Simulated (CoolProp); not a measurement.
n-undecane along the isobar 1.45 MPa: density (kg/m³) from the reference equation and from simpler models built on Tc = 638.8 K, pc = 1.990 MPa, ω = 0.539; each cubic takes its own stable root.

The numbers come from the reference Helmholtz-energy equation of state, Aleksandrov 2011 in CoolProp. It is a short technical equation, of lower accuracy than the large ones.

```tsv
T (K)	phase	reference	Soave-Redlich-Kwong	Peng-Robinson
413.1	liquid	649.5	552.8	623.0
425.1	liquid	639.9	545.3	614.9
437.2	liquid	629.9	537.3	606.2
449.3	liquid	619.8	528.9	597.1
461.3	liquid	609.5	520.1	587.4
473.4	liquid	598.8	510.7	577.1
485.4	liquid	587.9	500.7	566.1
497.5	liquid	576.5	490.0	554.2
509.5	liquid	564.7	478.7	541.6
521.6	liquid	552.3	466.4	527.9
533.6	liquid	539.3	453.2	513.0
545.7	liquid	525.4	438.7	496.7
557.7	liquid	510.6	422.9	478.7
569.8	liquid	494.3	405.2	458.5
```
